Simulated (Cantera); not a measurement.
Feed: 1 mol SiC, a varied amount of CO2, 55 mol H2, held at 950 °C and 4.90 Pa.

Cantera equilibrium calculation (NASA polynomials, part measured and part estimated; ideal gas, pure solids and liquids). Candidate condensed phases: C, C6H6, C7H8, C8H18, H2O, Si, SiC, SiO2; 123 gas species. Kinetics and transport are ignored.

### Question
At 0.076 mol CO2, list the 4 most abundant gas species with their mole fractions, and the condensed phases.

### Answer
H2 0.997, CO 0.00207, SiO 0.000689, H 4.29e-5. Condensed: SiC(s).
